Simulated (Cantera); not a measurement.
What does this Cantera script print?

```python
import numpy as np
import cantera as ct

gas = ct.Solution("h2o2.yaml")
gas.TPX = 1075, 1333, {'H2': 0.36, 'O2': 1}
inlet = ct.Reservoir(gas, clone=True)

reactor = ct.IdealGasConstPressureReactor(gas, energy="off", clone=False)
exhaust = ct.Reservoir(gas, clone=True)
tau = [6.4, 3.2, 1.6, 0.77, 0.38, 0.19, 0.093, 0.046, 0.023, 0.011, 0.0055][0]
for a, b in ((inlet, reactor), (reactor, exhaust)):
    ct.MassFlowController(a, b, mdot=lambda t: reactor.mass / tau)
net = ct.ReactorNet([reactor])
show = ['H2', 'O2', 'O', 'H', 'H2O', 'HO2']

rows = []
print(f"{'tau/s':>10s}{'T/K':>9s}" + "".join(f"{s:>11s}" for s in show))
for tau in [6.4, 3.2, 1.6, 0.77, 0.38, 0.19, 0.093, 0.046, 0.023, 0.011, 0.0055]:
    net.initial_time = 0.0
    net.advance(30 * tau)
    before = gas.X
    net.advance(40 * tau)
    drift = np.max(np.abs(gas.X - before) / (gas.X + 1e-9))
    rows.append([gas.T, *gas[show].X, drift])
    print(f"{tau:10.3e}{gas.T:9.1f}" + "".join(f"{x:11.3e}" for x in gas[show].X))
```

Output:

```
     tau/s      T/K         H2         O2          O          H        H2O        HO2
 6.400e+00   1075.0  3.720e-04  6.942e-01  5.205e-04  7.774e-05  3.041e-01  4.996e-06
 3.200e+00   1075.0  5.795e-04  6.939e-01  8.238e-04  1.555e-04  3.037e-01  6.485e-06
 1.600e+00   1075.0  8.977e-04  6.934e-01  1.299e-03  3.105e-04  3.030e-01  8.128e-06
 7.700e-01   1075.0  1.415e-03  6.926e-01  2.089e-03  6.429e-04  3.018e-01  9.930e-06
 3.800e-01   1075.0  2.181e-03  6.913e-01  3.283e-03  1.294e-03  3.000e-01  1.162e-05
 1.900e-01   1075.0  3.314e-03  6.894e-01  5.074e-03  2.558e-03  2.972e-01  1.313e-05
 9.300e-02   1075.0  5.067e-03  6.863e-01  7.857e-03  5.115e-03  2.925e-01  1.441e-05
 4.600e-02   1075.0  7.647e-03  6.816e-01  1.190e-02  9.950e-03  2.849e-01  1.527e-05
 2.300e-02   1075.0  1.137e-02  6.747e-01  1.747e-02  1.857e-02  2.729e-01  1.561e-05
 1.100e-02   1075.0  1.711e-02  6.645e-01  2.510e-02  3.381e-02  2.533e-01  1.533e-05
 5.500e-03   1075.0  2.480e-02  6.534e-01  3.263e-02  5.349e-02  2.283e-01  1.449e-05
```

Cantera simulation using the H2/O2 subset of GRI-Mech 3.0, which has no nitrogen chemistry; the numbers are that mechanism's predictions, not measurements. Radical loss at walls, strong at low pressure, is not modelled. The temperature is held fixed by assumption; the heat of reaction is taken as removed at once.
